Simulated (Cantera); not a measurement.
A Cantera script and what it prints.

```python
import numpy as np
import cantera as ct

gas_names = [...]  # 109 gases of nasa_gas.yaml made of C, Cl, H, Si
cond_names = """
    C(gr) C6H6(L) C7H8(L) C8H18(L),n-octa Si(cr) Si(L) SiC(b)
""".split()


# ... load() reads the species with a 1 bar reference pressure and builds the phases ...
atoms = {
    'SiH2Cl2': {'Si': 1, 'H': 2, 'CL': 2},
    'C2H4': {'C': 2, 'H': 4},
    'H2': {'H': 2},
}
top_T = {'C(gr)': 4500, 'SiC(b)': 3050}  # K; cautious upper limits of use, not melting points


# ... equilibrate(T, P, feed) seeds the gas with the atoms and calls Mixture.equilibrate('TP', solver="vcs", rtol=1e-11, max_steps=5000) ...
results = []
feed = {'SiH2Cl2': 1, 'C2H4': 0.16, 'H2': 3.2}  # mol
T = 2525  # K
P = 23000  # Pa
mix = equilibrate(T, P, feed)
results.append((T, P, feed, dict(zip(mix.species_names, mix.species_moles))))
print(gas.report(threshold=1e-06))
for i in range(1, mix.n_phases):
    print(f"{mix.phase(i).name:16s} {mix.phase_moles(i):12.5e} mol")
```

Result:

```
       temperature   2525 K
          pressure   23000 Pa
           density   0.018591 kg/m^3
  mean mol. weight   16.969 kg/kmol
   phase of matter   gas

                          1 kg             1 kmol
                     ---------------   ---------------
          enthalpy        4.3944e+06         7.457e+07  J
   internal energy        3.1572e+06        5.3576e+07  J
           entropy             14410        2.4452e+05  J/K
    Gibbs function        -3.199e+07       -5.4284e+08  J
 heat capacity c_p            2154.9             36567  J/K
 heat capacity c_v            1664.9             28253  J/K

                      mass frac. Y      mole frac. X     chem. pot. / RT
                     ---------------   ---------------   ---------------
               CH3        4.0966e-06        4.6237e-06           -37.877
               CH4        3.3752e-06        3.5701e-06            -48.95
               C2H        4.0764e-06        2.7636e-06           -20.387
             C2HCL        5.8572e-06        1.6434e-06           -44.014
    C2H2,acetylene        0.00077356        0.00050414           -31.461
                CL          0.018984         0.0090872           -23.627
               CL2        5.9968e-06        1.4353e-06           -47.254
                 H          0.002802          0.047171           -11.073
               HCL            0.3822           0.17789             -34.7
                H2          0.077367           0.65122           -22.147
                Si           0.04111          0.024839           -7.1563
               SiC         7.737e-06        3.2744e-06           -11.813
              SiC2         0.0013697        0.00044606            -16.47
              SiCL          0.039146          0.010455           -30.783
             SiCL2            0.4094          0.070185           -54.411
             SiCL3          0.003182        0.00040165           -78.038
             SiCL4        1.4034e-05        1.4018e-06           -101.66
               SiH         0.0041941         0.0024463            -18.23
            SiHCL3        3.6384e-05        4.5584e-06           -89.111
              SiH2         0.0012916        0.00072811           -29.303
           SiH2CL2        1.9301e-05        3.2427e-06           -76.557
               Si2         0.0022766        0.00068777           -14.313
              Si2C          0.015215         0.0037868            -18.97
               Si3        0.00058464        0.00011775           -21.469
     [  +85 minor]        6.8013e-06        3.3929e-06

C(gr)             0.00000e+00 mol
Si(L)             1.27820e-02 mol
SiC(b)            2.86314e-01 mol
```

Cantera equilibrium calculation (NASA polynomials, part measured and part estimated; ideal gas, pure solids and liquids). Mutual solubility and eutectic melting of coexisting phases are not modelled. The tables' values for SiCl, SiCl3 are old estimates; treat these amounts as uncertain. Gases not in the tables: Si2H6 and higher silanes.
